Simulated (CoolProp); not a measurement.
Computed with CoolProp (reference Helmholtz-energy equation of state, Lemmon 2006). It is a short technical equation, of lower accuracy than the large ones.

Problem. Give the vapour pressure (MPa), vapour Z, surface tension (mN/m), liquid viscosity (µPa s) of saturated C2F6 (R116) at -60.25 °C.

Solution. 
```json
[
 {"T (°C)": "-60.25", "p (MPa)": "0.241", "vapour Z": "0.917", "surface tension (mN/m)": "8.65", "liquid viscosity (µPa s)": "309"}
]
```

Viscosity comes from a separate model (Huber 2003), an estimate that may be off by 10 % or more. Surface tension comes from a separate correlation (Mulero 2012).
